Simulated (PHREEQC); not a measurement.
Dissolve 0.14 mol/kgw NH4HF2, 0.0026 mol/kgw H2SiF6, 0.00027 mol/kgw H3PO4 and 0.33 mol/kgw HCl at 25 °C. Closed to the air; pH follows from the charge balance.

All values are PHREEQC results (ion-association model, wateq4f.dat), not measurements.

No solid was allowed to form.

**Question.** Predict the pH, activity of water.

**Answer.** pH 0.81; activity of water 0.985.

**Question.** In which forms is P present?

**Answer.** H3PO4 94 %, H2PO4- 6.3 % of the P.

wateq4f.dat counts part of the HF as a dimer, H2F2, which phreeqc.dat doesn't know; its constant is uncertain. H3PO4, which wateq4f.dat lacks, is added to it with the constant of phreeqc.dat. SiF6-2 is the database's only silicon fluoride.
